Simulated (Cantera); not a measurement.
A perfectly stirred reactor is fed with N2O : O2 = 1 : 0.17 (molar parts), at 0.330 bar; it is held at 1400 K, and followed from long to short residence time.

Computed with Cantera and GRI-Mech 3.0 (53 species, 325 reactions). GRI-Mech 3.0 was tuned for natural gas; its chemistry of N2O as a main component is partial and can be far from experiment. The temperature is held fixed by assumption; the heat of reaction is taken as removed at once.

```json
[
 {"quantity": "x(N2O) at τ = 1.90 s", "before": "0.0709", "after": "0.127"},
 {"quantity": "x(O2) at τ = 1.90 s", "before": "0.339", "after": "0.327"},
 {"quantity": "x(NO) at τ = 1.90 s", "before": "0.0806", "after": "0.0718"},
 {"quantity": "x(NO2) at τ = 1.90 s", "before": "0.000229", "after": "0.000217"},
 {"quantity": "x(O) at τ = 1.90 s", "before": "1.50e-5", "after": "9.77e-6"},
 {"quantity": "x(N2O) at τ = 92.0 ms", "before": "0.517", "after": "0.646"},
 {"quantity": "x(O2) at τ = 92.0 ms", "before": "0.224", "after": "0.195"},
 {"quantity": "x(NO) at τ = 92.0 ms", "before": "0.0454", "after": "0.0247"},
 {"quantity": "x(NO2) at τ = 92.0 ms", "before": "0.000117", "after": "6.74e-5"},
 {"quantity": "x(O) at τ = 92.0 ms", "before": "2.39e-5", "after": "1.37e-5"}
]
```

Which change was made?
A. pressure from 0.330 bar to 1.30 bar
B. pressure from 0.330 bar to 0.140 bar
C. temperature 1400 to 1350 K
D. pressure from 0.330 bar to 0.240 bar

C, temperature 1400 to 1350 K
